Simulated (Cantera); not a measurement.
Input (Python, Cantera) and output of one run.

```python
import numpy as np
import cantera as ct

gas_names = [...]  # 113 gases of nasa_gas.yaml made of C, H, O, Pb
cond_names = """
    C(gr) C6H6(L) C7H8(L) C8H18(L),n-octa H2O(s) H2O(L) Pb(cr) Pb(L) PbO(rd) PbO(yw) PbO(L) PbO2(s)
    Pb3O4(s)
""".split()


# ... load() reads the species with a 1 bar reference pressure and builds the phases ...
atoms = {
    'PbO': {'Pb': 1, 'O': 1},
    'CO': {'C': 1, 'O': 1},
    'H2': {'H': 2},
}
top_T = {'C(gr)': 4500, 'Pb3O4(s)': 820}  # K; cautious upper limits of use, not melting points


# ... equilibrate(T, P, feed) seeds the gas with the atoms and calls Mixture.equilibrate('TP', solver="vcs", rtol=1e-11, max_steps=5000) ...
results = []
feed = {'PbO': 1, 'CO': 8.2, 'H2': 1.3}  # mol
P = 1333.22  # Pa
for T in [1150, 1175, 1200, 1225, 1250, 1275, 1300, 1325, 1350, 1375, 1400, 1425]:
    mix = equilibrate(T, P, feed)
    results.append((T, P, feed, dict(zip(mix.species_names, mix.species_moles))))

top = {s: max(r[3][s] / sum(r[3][g] for g in gas_names) for r in results) for s in gas_names}
cols = sorted((s for s in top if top[s] > 0.001), key=lambda s: -top[s])[:8]
seen = [c for c in cond_names if any(r[3].get(c, 0) > 1e-12 for r in results)]
print("log10 of partial pressures in bar; condensed amounts in mol")
print(f"{'T/K':>10s}" + "".join(f"{s[:9]:>10s}" for s in cols + seen))
for T, P, feed, n in results:
    ng = sum(n[g] for g in gas_names)
    print(f"{T:10.4g}" + "".join(f"{np.log10(max(n[s] / ng * P / 1e5, 1e-99)):10.3f}" for s in cols)
          + "".join(f"{n.get(c, 0):10.4g}" for c in seen))
```

Result:

```
log10 of partial pressures in bar; condensed amounts in mol
       T/K        CO        H2        Pb       CO2       H2O     Pb(L)
      1150    -1.996    -2.804    -3.538    -2.936    -3.669     0.789
      1175    -2.000    -2.812    -3.361    -2.945    -3.650    0.6792
      1200    -2.007    -2.823    -3.192    -2.957    -3.635    0.5185
      1225    -2.016    -2.836    -3.029    -2.972    -3.625    0.2838
      1250    -2.028    -2.851    -2.896    -2.988    -3.617         0
      1275    -2.027    -2.854    -2.896    -2.992    -3.599         0
      1300    -2.027    -2.857    -2.896    -2.997    -3.581         0
      1325    -2.026    -2.861    -2.896    -3.001    -3.565         0
      1350    -2.026    -2.864    -2.896    -3.005    -3.550         0
      1375    -2.025    -2.867    -2.896    -3.010    -3.535         0
      1400    -2.025    -2.870    -2.896    -3.014    -3.522         0
      1425    -2.024    -2.873    -2.896    -3.018    -3.509         0
```

These are equilibrium values from Cantera (NASA tables, ideal gas, pure condensed phases), not measurements of a reactor.
